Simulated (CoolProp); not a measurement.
Vapour-liquid equilibrium of hexamethyldisiloxane (MM) (1) + toluene (2) at 335 K; x and y are mole fractions of (1).

The numbers come from the multi-fluid Helmholtz-energy mixture model, Thol 2016 and Lemmon 2006; pair parameters Bell 2016 in CoolProp.

Q: Give the bubble pressure and the first vapour's composition at x = 0.05, 0.5, 0.8. Is there an azeotrope?

A: x = 0.05: 0.02074 MPa, y = 0.086; x = 0.5: 0.02599 MPa, y = 0.588; x = 0.8: 0.02772 MPa, y = 0.823. No azeotrope shows between x = 0.05 and 0.95.

Pair parameters are fitted to limited data, so mixtures are less certain than the pure fluids.
